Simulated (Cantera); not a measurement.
A jet of H2 : O2 : N2 = 0.031 : 0.17 : 0.79 (molar parts) at 300 K and 38.3 Torr hits a platinum plate 5.3 cm away at a mass flux of 0.022 kg/m²/s; the plate temperature is set and raised in steps from an oxygen-covered start.

Model: Deutschmann's 1995 Pt surface mechanism with GRI-Mech 3.0 gas chemistry, integrated in Cantera. Catalytic surfaces can have several steady states; this one follows from the mechanism file's or the stated starting coverage.

x: mole fraction at the wall; θ: surface coverage.

```json
[
 {"plate T (K)": "600", "wall x H2": "0.00384", "wall x O2": "0.142", "wall x H2O": "0.0532", "wall x OH": "<1e-8", "θ free Pt": "0.0444", "θ O*": "0.951", "θ OH*": "?"},
 {"plate T (K)": "650", "wall x H2": "0.00380", "wall x O2": "0.142", "wall x H2O": "0.0528", "wall x OH": "<1e-8", "θ free Pt": "0.0471", "θ O*": "0.950", "θ OH*": "?"},
 {"plate T (K)": "700", "wall x H2": "0.00354", "wall x O2": "0.142", "wall x H2O": "0.0530", "wall x OH": "<1e-8", "θ free Pt": "0.0532", "θ O*": "0.944", "θ OH*": "?"},
 {"plate T (K)": "750", "wall x H2": "0.00284", "wall x O2": "0.142", "wall x H2O": "0.0540", "wall x OH": "<1e-8", "θ free Pt": "0.0711", "θ O*": "0.927", "θ OH*": "?"},
 {"plate T (K)": "800", "wall x H2": "0.00202", "wall x O2": "0.141", "wall x H2O": "0.0552", "wall x OH": "<1e-8", "θ free Pt": "0.107", "θ O*": "0.892", "θ OH*": "?"},
 {"plate T (K)": "850", "wall x H2": "0.00145", "wall x O2": "0.140", "wall x H2O": "0.0560", "wall x OH": "2.04e-8", "θ free Pt": "0.157", "θ O*": "0.841", "θ OH*": "0.00162"},
 {"plate T (K)": "900", "wall x H2": "0.00110", "wall x O2": "0.140", "wall x H2O": "0.0564", "wall x OH": "6.37e-8", "θ free Pt": "0.217", "θ O*": "0.782", "θ OH*": "?"}
]
```

### Question
Fill in the missing entries.

### Answer

- 600, θ OH*: 0.00467
- 650, θ OH*: 0.00315
- 700, θ OH*: 0.00231
- 750, θ OH*: 0.00193
- 800, θ OH*: 0.00176
- 900, θ OH*: 0.00147
